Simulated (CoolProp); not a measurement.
Model: reference Helmholtz-energy equation of state, McLinden 2015, in CoolProp.

Question: For the fluoroketone C6F12O (FK-5-1-12), give the phase and the density (kg/m³), isothermal compressibility (1/MPa), fugacity coefficient at 319.1 K and 101 kPa.

Answer: 
- 319.1 K and 101 kPa: liquid; density 1540, isothermal compressibility 0.00421, fugacity coefficient 0.850
